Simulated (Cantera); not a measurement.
Mixture: 12.6 % CH4, 0.692 % C2H6, 0.453 % C3H8, 16.6 % O2, 69.7 % N2, equivalence ratio 1.8, at 1.40 bar, adiabatic and at constant pressure. Ignition delay is the time to a rise of 400 K.

Detailed kinetics in Cantera: GRI-Mech 3.0 (53 species, 325 reactions).

At T0 = 1198 K, what is the delay, and which 7 reactions control it most (d ln τ / d ln k, from doubling and halving each rate constant)?

The delay is 10.2 ms.
```tsv
reaction	d ln τ / d ln k	faster rate
2 CH3 (+M) <=> C2H6 (+M)	0.50	lengthens it
CH4 + OH <=> CH3 + H2O	0.42	lengthens it
CH3 + HO2 <=> CH3O + OH	-0.41	shortens it
H + O2 <=> O + OH	-0.40	shortens it
CH4 + H <=> CH3 + H2	0.37	lengthens it
C2H6 + OH <=> C2H5 + H2O	-0.31	shortens it
C2H6 + CH3 <=> C2H5 + CH4	-0.26	shortens it
```
